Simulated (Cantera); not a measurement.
A Cantera script and its output.

```python
import numpy as np
import cantera as ct

gas = ct.Solution("gri30.yaml")
gas.TPX = 1023, 53000, {'CO': 1, 'H2': 0.28, 'O2': 0.78, 'N2': 4.53}
reactor = ct.IdealGasConstPressureReactor(gas, energy="on", clone=False)
net = ct.ReactorNet([reactor])
net.rtol, net.atol = 1e-08, 1e-16
show = ['CO', 'H2', 'O2', 'NO', 'H']
times = np.geomspace(3e-06, 10, 13)

steps = ct.SolutionArray(gas, extra=["t"])
rows = []
print(f"{'t/s':>10s}{'T/K':>9s}{'P/Pa':>11s}" + "".join(f"{s:>11s}" for s in show))
for t in times:
    while net.time < t:
        t_next = net.step()
        steps.append(gas.state, t=t_next)
    rows.append([np.interp(t, steps.t, y) for y in (steps.T, steps.P, *steps(*show).X.T)])
    print(f"{t:10.3e}{rows[-1][0]:9.1f}{rows[-1][1]:11.4g}" + "".join(f"{x:11.3e}" for x in rows[-1][2:]))
rate = np.gradient(steps.T, steps.t)
print("integrator steps:", len(steps.t))
if steps.T.max() > steps.T[0] + 200:
    print(f"time of steepest temperature rise: {steps.t[rate.argmax()]:.4e} s")
gas.TPX = 1023, 53000, {'CO': 1, 'H2': 0.28, 'O2': 0.78, 'N2': 4.53}
gas.equilibrate("HP")
print(f"equilibrium (HP): T = {gas.T:.1f} K  " + "  ".join(f"{s} {gas[s].X[0]:.3e}" for s in show))
```

Output:

```
       t/s      T/K       P/Pa         CO         H2         O2         NO          H
 3.000e-06   1023.0    5.3e+04  1.517e-01  4.249e-02  1.184e-01  3.087e-24  1.621e-11
 1.049e-05   1023.0    5.3e+04  1.517e-01  4.249e-02  1.184e-01  4.715e-23  1.106e-10
 3.667e-05   1023.0    5.3e+04  1.517e-01  4.249e-02  1.184e-01  1.117e-21  9.277e-10
 1.282e-04   1023.0    5.3e+04  1.517e-01  4.249e-02  1.184e-01  6.005e-19  2.533e-08
 4.481e-04   1030.8    5.3e+04  1.511e-01  4.095e-02  1.173e-01  4.625e-10  6.597e-04
 1.567e-03   2026.7    5.3e+04  4.696e-02  3.093e-03  4.312e-02  7.996e-05  5.428e-03
 5.477e-03   2267.0    5.3e+04  2.637e-02  1.429e-03  3.445e-02  3.470e-04  1.141e-03
 1.915e-02   2341.8    5.3e+04  1.818e-02  9.276e-04  3.049e-02  1.253e-03  5.207e-04
 6.694e-02   2340.4    5.3e+04  1.786e-02  9.126e-04  2.929e-02  3.477e-03  4.974e-04
 2.340e-01   2336.5    5.3e+04  1.780e-02  9.117e-04  2.815e-02  5.791e-03  4.873e-04
 8.182e-01   2336.1    5.3e+04  1.779e-02  9.116e-04  2.803e-02  6.041e-03  4.862e-04
 2.860e+00   2336.1    5.3e+04  1.779e-02  9.116e-04  2.803e-02  6.041e-03  4.862e-04
 1.000e+01   2336.1    5.3e+04  1.779e-02  9.116e-04  2.803e-02  6.041e-03  4.862e-04
integrator steps: 1549
time of steepest temperature rise: 5.6360e-04 s
equilibrium (HP): T = 2336.1 K  CO 1.779e-02  H2 9.116e-04  O2 2.803e-02  NO 6.041e-03  H 4.862e-04
```

Cantera simulation using GRI-Mech 3.0 (53 species, 325 reactions); the numbers are that mechanism's predictions, not measurements.
